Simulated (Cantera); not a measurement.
## Pyrogenic steam for wet oxidation

A perfectly stirred reactor is fed with 18.5 % H2, 10.9 % O2, 70.7 % N2, equivalence ratio 0.85, at 750 Torr; it is held at 1050 K, and followed from long to short residence time.

Model: the H2/O2 subset of GRI-Mech 3.0, which has no nitrogen chemistry, integrated in Cantera. The temperature is held fixed by assumption; the heat of reaction is taken as removed at once.

| τ (s) | x H2 | x O2 | x HO2 | x OH | x O | x H | x H2O2 |
|---|---|---|---|---|---|---|---|
| 0.30 | 0.00828 | 0.0220 | 3.02e-5 | 4.99e-6 | 3.28e-6 | 7.80e-6 | 1.62e-5 |
| 0.14 | 0.0102 | 0.0229 | 3.34e-5 | 8.55e-6 | 5.99e-6 | 1.57e-5 | 1.42e-5 |
| 0.068 | 0.0116 | 0.0236 | 3.56e-5 | 1.51e-5 | 1.10e-5 | 3.10e-5 | 1.06e-5 |
| 0.033 | 0.0134 | 0.0245 | 3.77e-5 | 2.67e-5 | 2.00e-5 | 6.11e-5 | 7.28e-6 |
| 0.016 | 0.0160 | 0.0258 | 4.01e-5 | 4.52e-5 | 3.53e-5 | 0.000119 | 5.08e-6 |
| 0.0074 | 0.0200 | 0.0278 | 4.34e-5 | 7.52e-5 | 6.18e-5 | 0.000235 | 3.74e-6 |
| 0.0035 | 0.0256 | 0.0305 | 4.76e-5 | 0.000118 | 0.000103 | 0.000444 | 3.08e-6 |
x: mole fraction; the columns are a selection and need not sum to one.
